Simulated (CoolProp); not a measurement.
Vapour-liquid equilibrium of R125 (1) + R152A (2) at 0.0315 MPa; x and y are mole fractions of (1).

Values from CoolProp's multi-fluid Helmholtz-energy mixture model, Lemmon 2005 and Outcalt 1996; pair parameters Bell 2016.

Task: Give the bubble temperature and the first vapour's composition at x = 0.425, 0.5, 0.575. Is there an azeotrope?

Result: x = 0.425: -59.6 °C, y = 0.709; x = 0.5: -61.1 °C, y = 0.769; x = 0.575: -62.5 °C, y = 0.822. No azeotrope shows between x = 0.05 and 0.95.

Pair parameters are fitted to limited data, so mixtures are less certain than the pure fluids. The gap from Raoult's law changes sign with composition, which may be real or a fault of the pair parameters; it wasn't checked against measurements.
